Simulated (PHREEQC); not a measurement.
A made-up water analysis in mg/kgw, 20 °C, pH 8.11, pe 10.9:

| constituent | mg/kgw |
|---|---|
| Na | 8.24 |
| K | 0.588 |
| Ca | 11.5 |
| Mg | 2.37 |
| Cl | 9.15 |
| S(6) as SO4 | 22.3 |
| Alkalinity as HCO3 | 25.8 |
| Br | 0.663 |
| O(0) (dissolved oxygen) | 0.0933 |

Valence states are taken as typed.

All values are PHREEQC results (ion-association model, wateq4f.dat), not measurements.

This is a speciation only: nothing precipitates in the calculation.

Q: What charge-balance error does the model give?

A: charge-balance error -0.5 %.

Q: In which forms is C present?

A: HCO3- 97 %, CO2 1.7 %, CO3-2 0.6 % of the C.
